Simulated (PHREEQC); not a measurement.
Dissolve 2.4 mol/kgw HCl and 0.027 mol/kgw K2SO4 at 20 °C. Closed to the air; pH follows from the charge balance.

Computed with PHREEQC (Pitzer model, pitzer.dat).

```tsv
quantity	before	after
pH	-0.73	-0.16
SO4-2 (mol/kgw)	0.00693	0.00332
SI of Sylvite (KCl)	-1.96	-2.64
SI of Arcanite (K2SO4)	-4.97	-5.55
```

Name the change that produced these shifts.
(A) K2SO4 from 0.027 to 0.0405 mol/kgw
(B) diluted 2-fold with water
(C) HCl from 2.4 to 0.48 mol/kgw
(D) 0.01 mol/kgw Ca(HCO3)2 added

B, diluted 2-fold with water

This is a speciation only: nothing precipitates in the calculation. In brines, pH and single-ion activities rest on the MacInnes convention.
